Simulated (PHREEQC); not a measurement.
Make-up at 20 °C: 36 mmol/kgw NaH2PO4, 0.89 mmol/kgw HF and 0.068 mmol/kgw H4SiO4. Closed to the air; pH follows from the charge balance.

Equilibrium calculation in PHREEQC: ion-association model, phreeqc.dat.

Each row changes one thing in this solution. This is a speciation only: nothing precipitates in the calculation.

```
case                                      pH  ionic strength (mol/kgw)  F- (mol/kgw)  H3PO4 (mol/kgw)  HF (mol/kgw)  HPO4-2 (mol/kgw)  SI of Quartz (SiO2)
--------------------------------------  ----  ------------------------  ------------  ---------------  ------------  ----------------  -------------------
as made                                 3.83                    0.0362      0.000751         0.000615      0.000127           2.38e-5                -0.11
H4SiO4 from 6.8e-05 to 3.4e-05 mol/kgw  3.83                    0.0362      0.000751         0.000615      0.000127           2.38e-5                -0.41
0.00036 mol/kgw H3PO4 added             3.68                    0.0362      0.000711         0.000860      0.000168           1.71e-5                -0.11
diluted 5-fold with water                  ?                   0.00730      0.000160          7.63e-5       1.69e-5           6.61e-6                    ?
diluted 2-fold with water               3.91                    0.0181      0.000385         0.000264       5.64e-5           1.28e-5                -0.41
```

**Question.** Some entries are withheld; supply them.

**Answer.** 
- diluted 5-fold with water, pH: 4.07
- diluted 5-fold with water, SI of Quartz (SiO2): -0.81

SiF6-2 is the database's only silicon fluoride.
